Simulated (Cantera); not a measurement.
A closed system holds: 1 mol Si, 0.99 mol Cl₂, 32 mol H₂, at 500 K and 1.33 mbar.

Cantera equilibrium calculation (NASA polynomials, part measured and part estimated; ideal gas, pure solids and liquids). Candidate condensed phases: Si; 19 gas species. Kinetics and transport are ignored.

Base state: H₂ 0.984, SiCl₄ 0.0130, SiHCl₃ 0.00301, SiH₂Cl₂ 2.40e-5 (mole fractions); condensed: Si(s).

### Question
What changes in the equilibrium state with this change: pressure from 1.33 mbar to 19.0 mbar?

### Answer
```csv
species,before,after
H₂,0.984,0.983
SiCl₄,0.0130,0.0113
SiHCl₃,0.00301,0.00526
SiH₂Cl₂,2.40e-5,8.43e-5
"Si(s), mol",0.480,0.461
```
